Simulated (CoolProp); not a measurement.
Model: reference Helmholtz-energy equation of state, Colonna 2008, in CoolProp. It is a short technical equation, of lower accuracy than the large ones.

For dodecamethylcyclohexasiloxane (D6), give the phase and the cv (kJ/(kg K)), speed of sound (m/s), Joule-Thomson coefficient (K/MPa), expansivity (1/kK) at 221.45 °C and 1.4 MPa; 233.35 °C and 1.4 MPa; 239.25 °C and 1.4 MPa.


- 221.45 °C and 1.4 MPa: liquid; cv 1.78, speed of sound 378, Joule-Thomson coefficient -0.109, expansivity 1.70
- 233.35 °C and 1.4 MPa: liquid; cv 1.80, speed of sound 359, Joule-Thomson coefficient -0.0666, expansivity 1.78
- 239.25 °C and 1.4 MPa: liquid; cv 1.81, speed of sound 350, Joule-Thomson coefficient -0.0429, expansivity 1.83
